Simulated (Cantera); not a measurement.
A freely propagating, adiabatic, planar premixed flame of CH4 : H2 : O2 : N2 : H2O = 1 : 0.49 : 1.87 : 5.99 : 1.7 (molar parts), equivalence ratio 1.2, unburnt at 700 K and 1350 Torr; mixture-averaged transport, grid criteria slope 0.08 and curve 0.16, no radiation.

Detailed kinetics in Cantera: GRI-Mech 3.0 (53 species, 325 reactions). Burning velocities carry a grid error of a few per cent, more on coarse grids.

Question: What does this change do: H2O 1.7 to 1.3 parts?

Answer: 
| quantity | before | after |
|---|---|---|
| laminar burning velocity | 134 cm/s | 154 cm/s |
| thermal thickness | 0.222 mm | 0.200 mm |
| peak x(C2H2) | 0.000537 | 0.000529 |

Question: What does this change do: CH4 1 to 1.3 parts?

Answer: 
```
quantity                    before      after
------------------------  --------  ---------
laminar burning velocity  134 cm/s  56.8 cm/s
thermal thickness         0.222 mm   0.452 mm
peak x(C2H2)              0.000537    0.00304
```
